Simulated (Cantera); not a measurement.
Feed: 1 mol Si, 0.31 mol O2, 860 mol H2, equilibrated at 0.280 bar.

Equilibrium computed with Cantera from the NASA thermochemical tables; the gas is ideal and each condensed phase is pure. Candidate condensed phases: H2O, Si, SiO2; 18 gas species. Mutual solubility and eutectic melting of coexisting phases are not modelled. The tables hold silica as quartz up to 1696 K and as liquid above; real silica turns to tridymite and cristobalite and melts near 1996 K. Gases not in the tables: Si2H6 and higher silanes. Rates play no part.

What share of the Si ends up in condensed phases as a function of T (K), at 1223, 1298, 1373, 1448, 1523, 1598, 1673, 1748, 1823, 1898?


| T (K) | Si condensed (%) | as |
|---|---|---|
| 1223 | 99.7 | Si(s) + SiO2(β-quartz) |
| 1298 | 97.7 | Si(s) + SiO2(β-quartz) |
| 1373 | 87.3 | Si(s) + SiO2(β-quartz) |
| 1448 | 40.3 | Si(s) + SiO2(β-quartz) |
| 1523 | 37.9 | Si(s) |
| 1598 | 37.5 | Si(s) |
| 1673 | 36.8 | Si(s) |
| 1748 | 35.5 | Si(l) |
| 1823 | 32.8 | Si(l) |
| 1898 | 27.4 | Si(l) |
